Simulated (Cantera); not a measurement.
**Diamond growth**

A diamond (100) surface in a fixed gas of H2 with x(CH4) = 0.0064, x(CH3) = 1.2e-05, at 1025 K, 0.0160 bar; coverages are run to steady state.

Computed with Cantera and the Harris–Goodwin 1993 mechanism for the reconstructed diamond (100) surface.

```csv
x(H),growth (µm/h),θ c6HH,θ c6H*,θ c6*H,θ c6**,θ c6HM
0.0001,0.00833,0.617,0.0185,0.353,0.00528,0.00372
0.00022,0.0178,0.594,0.0195,0.374,0.00766,0.00385
0.00049,0.0342,0.582,0.0201,0.384,0.00949,0.00346
0.0011,0.0564,0.577,0.0203,0.389,0.0106,0.00261
0.0024,0.0780,0.575,0.0205,0.391,0.0112,0.00167
0.0053,0.0945,0.574,0.0205,0.392,0.0115,0.000922
0.012,0.105,0.574,0.0206,0.393,0.0116,0.000452
0.026,0.110,0.574,0.0207,0.393,0.0117,0.000219
0.058,0.112,0.574,0.0208,0.393,0.0117,0.000101
```
θ: site fractions in the mechanism's names (c6HH fully hydrogenated, c6H* and c6*H radical sites, c6** diradical, c6HM methylated).
